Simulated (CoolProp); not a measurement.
Vapour-liquid equilibrium of R125 (1) + R236FA (2) at 278.9 K; x and y are mole fractions of (1).

Values from CoolProp's multi-fluid Helmholtz-energy mixture model, Lemmon 2005 and Pan 2012; pair parameters Bell 2016.

```csv
x,"bubble pressure, mixture model (MPa)","bubble pressure, Raoult's law (MPa)","y, mixture model","y, Raoult's law"
0.05,…,0.1689,…,0.237
0.2,0.2593,0.2687,0.558,0.596
0.35,0.3537,0.3685,…,0.761
0.5,…,0.4683,0.826,0.855
0.65,…,0.5681,0.895,0.916
0.8,0.6538,0.6678,0.946,0.959
0.95,…,0.7676,0.988,0.991
```

Task: Complete the blanks.

Result: 
- 0.05, bubble pressure, mixture model (MPa): 0.1664
- 0.05, y, mixture model: 0.214
- 0.35, y, mixture model: 0.725
- 0.5, bubble pressure, mixture model (MPa): 0.4505
- 0.65, bubble pressure, mixture model (MPa): 0.5501
- 0.95, bubble pressure, mixture model (MPa): 0.7629

The largest gap from Raoult's law is -4.0 % in bubble pressure, at x = 0.35. No azeotrope shows between x = 0.05 and 0.95.

The pair parameters rest on a limited set of measurements; away from them the model extrapolates.
